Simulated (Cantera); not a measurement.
Cantera with NASA thermochemical tables; ideal gases at 1 bar, condensed phases pure. Values are per mole of reaction as written; species without (g) are pure solids or liquids, kept so even where they would boil at 1 bar.

Mg(g) + 2 HBr(g) ⇌ MgBr2 + H2(g)

```json
[
 {"T (K)": "300", "ΔH° (kJ)": "…", "ΔS° (J/K)": "…", "ΔG° (kJ)": "…", "log10 K": "…", "condensed phases": "MgBr2(s)"},
 {"T (K)": "823", "ΔH° (kJ)": "-583.2", "ΔS° (J/K)": "-269.3", "ΔG° (kJ)": "-361.6", "log10 K": "22.95", "condensed phases": "MgBr2(s)"},
 {"T (K)": "898", "ΔH° (kJ)": "…", "ΔS° (J/K)": "…", "ΔG° (kJ)": "…", "log10 K": "…", "condensed phases": "MgBr2(s)"},
 {"T (K)": "973", "ΔH° (kJ)": "…", "ΔS° (J/K)": "…", "ΔG° (kJ)": "…", "log10 K": "…", "condensed phases": "MgBr2(s)"},
 {"T (K)": "1048", "ΔH° (kJ)": "-535.6", "ΔS° (J/K)": "-220.5", "ΔG° (kJ)": "-304.5", "log10 K": "15.18", "condensed phases": "MgBr2(l)"},
 {"T (K)": "1123", "ΔH° (kJ)": "-531.9", "ΔS° (J/K)": "-217.1", "ΔG° (kJ)": "-288.1", "log10 K": "13.40", "condensed phases": "MgBr2(l)"},
 {"T (K)": "1198", "ΔH° (kJ)": "-528.3", "ΔS° (J/K)": "-214.0", "ΔG° (kJ)": "-271.9", "log10 K": "11.86", "condensed phases": "MgBr2(l)"}
]
```

Problem. What belongs in the gaps?

Solution. 
- 300, ΔH° (kJ): -598.4
- 300, ΔS° (J/K): -298.1
- 300, ΔG° (kJ): -509.0
- 300, log10 K: 88.63
- 898, ΔH° (kJ): -580.8
- 898, ΔS° (J/K): -266.5
- 898, ΔG° (kJ): -341.5
- 898, log10 K: 19.86
- 973, ΔH° (kJ): -578.4
- 973, ΔS° (J/K): -263.9
- 973, ΔG° (kJ): -321.6
- 973, log10 K: 17.26
